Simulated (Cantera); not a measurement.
Charge: 1 mol CuO, 1.1 mol CO, 0.4 mol C, at 1998 K and 0.00430 bar.

These are equilibrium values from Cantera (NASA tables, ideal gas, pure condensed phases), not measurements of a reactor. Candidate condensed phases: C, Cu, CuO, Cu2O; 15 gas species. Rates play no part.

Base state: Cu 0.399, CO 0.361, CO2 0.240, Cu2 0.000664, O2 0.000174, O 0.000132, CuO 3.69e-5 (mole fractions); condensed: gas only.

Q: What changes in the equilibrium state with this change: pressure from 0.00430 bar to 0.0133 bar?

A: 
| species | before | after |
|---|---|---|
| CO | 0.361 | 0.409 |
| Cu | 0.399 | 0.317 |
| CO2 | 0.240 | 0.272 |
| O | 0.000132 | 4.28e-5 |
| O2 | 0.000174 | 5.63e-5 |
| Cu2 | 0.000664 | 0.00130 |
| CuO | 3.69e-5 | 2.94e-5 |
| Cu(l), mol | 0 | 0.297 |
